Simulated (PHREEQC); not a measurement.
**Nickel, zinc or cadmium bath**

Consider water at 20 °C with 0.0086 mol/kgw NiCl2 and 0.012 mol/kgw FeSO4. Closed to the air; pH follows from the charge balance.

Equilibrium calculation in PHREEQC: ion-association model, wateq4f.dat.

Precipitation was switched off in this run.

Problem. Predict the pH.

Solution. pH 6.00.

Problem. In which forms is Ni present?

Solution. Ni+2 77 %, NiSO4 22 %, NiCl+ 1.4 % of the Ni.

Species that the database lacks are ignored.
